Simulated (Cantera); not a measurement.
Cantera run:

```python
import numpy as np
import cantera as ct

gas_names = """
    C CH CH2 CH3 CH2OH CH3O CH4 CH3OH CN CO CO2 COOH C2 C2H CHCO,ketyl C2H2,acetylene C2H2,vinylidene
    CH2CO,ketene C2H3,vinyl CH3CN CH3CO,acetyl C2H4 C2H4O,ethylen CH3CHO,ethanal CH3COOH (HCOOH)2 C2H5
    C2H6 CH3OCH3 C2H5OH CCN CNC C2N2 C2O C3 C3H3,propargyl C3H4,allene C3H4,propyne C3H4,cyclo-
    C3H5,allyl C3H6,propylene C3H6,cyclo- C3H6O C3H7,n-propyl C3H7,i-propyl C3H8 C3H8O,1propanol
    C3H8O,2propanol C3O2 C4 C4H2 C4H4,1,3-cyclo- C4H6,butadiene C4H6,2-butyne C4H6,cyclo- C4H8,1-butene
    C4H8,cis2-buten C4H8,tr2-butene C4H8,isobutene C4H8,cyclo- (CH3COOH)2 C4H9,n-butyl C4H9,i-butyl
    C4H9,s-butyl C4H9,t-butyl C4H10,isobutane C4H10,n-butane C4N2 C5 C5H6,1,3cyclo- C5H8,cyclo-
    C5H10,1-pentene C5H10,cyclo- C5H11,pentyl C5H11,t-pentyl C5H12,n-pentane C5H12,i-pentane
    CH3C(CH3)2CH3 C6H2 C6H5,phenyl C6H5O,phenoxy C6H6 C6H5OH,phenol C6H10,cyclo- C6H12,1-hexene
    C6H12,cyclo- C6H13,n-hexyl C7H7,benzyl C7H8 C7H8O,cresol C7H14,1-heptene C7H15,n-heptyl
    C7H16,n-heptane C8H8,styrene C8H10,ethylbenz C8H16,1-octene C8H17,n-octyl C8H18,isooctane
    C8H18,n-octane C9H19,n-nonyl C10H8,naphthale C10H21,n-decyl C12H9,o-bipheny C12H10,bipheny H HCN HCO
    HCCN HNC HNCO HNO HNO2 HNO3 HO2 H2 HCHO,formaldehy HCOOH H2O H2O2 N NCO NH NH2 NH3 NH2OH NO NO2 NO3
    N2 N2H2 N2H4 N2O O OH O2 O3
""".split()
cond_names = """
    C(gr) C6H6(L) C7H8(L) C8H18(L),n-octa H2O(s) H2O(L)
""".split()


def load(file, names, dense=False):
    # The tables refer to 1 bar. Condensed volumes are neglected.
    table = {s.name: s for s in ct.Species.list_from_file(file)}
    out = []
    for n in names:
        d = dict(table[n].input_data)
        d["thermo"] = dict(d["thermo"], **{"reference-pressure": 1e5})
        if dense:
            d["equation-of-state"] = {"model": "constant-volume", "density": "1e6 g/cm^3"}
        out.append(ct.Species.from_dict(d))
    return out


gas = ct.Solution(thermo="ideal-gas", species=load("nasa_gas.yaml", gas_names))
cond = {s.name: ct.Solution(thermo="fixed-stoichiometry", species=[s], name=s.name)
        for s in load("nasa_condensed.yaml", cond_names, dense=True)}
atoms = {
    'CO': {'C': 1, 'O': 1},
    'NH3': {'N': 1, 'H': 3},
    'N2': {'N': 2},
}
top_T = {'C(gr)': 4500}  # K; cautious upper limits of use, not melting points


def equilibrate(T, P, feed):
    n = {}
    for name, mol in feed.items():
        for a, k in atoms[name].items():
            n[a] = n.get(a, 0.0) + k * mol
    gas.TPX = T, P, n
    mass = sum(n.values()) * gas.mean_molecular_weight
    gas.equilibrate("TP")
    valid = [c for c in cond.values() if c.min_temp <= T <= top_T.get(c.name, c.max_temp)]
    mix = ct.Mixture([(gas, mass / gas.mean_molecular_weight)] + [(c, 0.0) for c in valid])
    mix.T, mix.P = T, P
    mix.equilibrate("TP", solver="vcs", rtol=1e-11, max_steps=5000)
    return mix


results = []
T = 848.15  # K
P = 290000  # Pa
for m in [0.022, 0.032, 0.045, 0.064, 0.091, 0.13, 0.18, 0.26, 0.37, 0.52]:
    feed = {'CO': 1, 'NH3': m, 'N2': 1.5}  # mol
    mix = equilibrate(T, P, feed)
    results.append((T, P, feed, dict(zip(mix.species_names, mix.species_moles))))

top = {s: max(r[3][s] / sum(r[3][g] for g in gas_names) for r in results) for s in gas_names}
cols = sorted((s for s in top if top[s] > 1e-05), key=lambda s: -top[s])[:7]
seen = [c for c in cond_names if any(r[3].get(c, 0) > 1e-12 for r in results)]
print("log10 of partial pressures in bar; condensed amounts in mol")
print(f"{'n(NH3)':>10s}" + "".join(f"{s[:9]:>10s}" for s in cols + seen))
for T, P, feed, n in results:
    ng = sum(n[g] for g in gas_names)
    print(f"{feed['NH3']:10.4g}" + "".join(f"{np.log10(max(n[s] / ng * P / 1e5, 1e-99)):10.3f}" for s in cols)
          + "".join(f"{n.get(c, 0):10.4g}" for c in seen))
```

Output:

```
log10 of partial pressures in bar; condensed amounts in mol
    n(NH3)        N2       CO2        H2       H2O        CO       CH4       NH3     C(gr)
     0.022     0.321    -0.222    -1.687    -1.609    -0.789    -3.568    -5.094    0.4501
     0.032     0.319    -0.230    -1.528    -1.454    -0.793    -3.249    -4.856    0.4538
     0.045     0.317    -0.239    -1.384    -1.315    -0.798    -2.963    -4.642    0.4585
     0.064     0.313    -0.252    -1.238    -1.176    -0.804    -2.670    -4.424    0.4648
     0.091     0.309    -0.271    -1.094    -1.041    -0.814    -2.383    -4.212     0.473
      0.13     0.302    -0.297    -0.953    -0.913    -0.827    -2.100    -4.002    0.4833
      0.18     0.294    -0.329    -0.828    -0.804    -0.843    -1.850    -3.819     0.494
      0.26     0.282    -0.379    -0.693    -0.694    -0.867    -1.580    -3.623     0.506
      0.37     0.267    -0.442    -0.572    -0.604    -0.899    -1.338    -3.448     0.514
      0.52     0.249    -0.522    -0.464    -0.536    -0.939    -1.122    -3.296    0.5123
```

Equilibrium computed with Cantera from the NASA thermochemical tables; the gas is ideal and each condensed phase is pure.
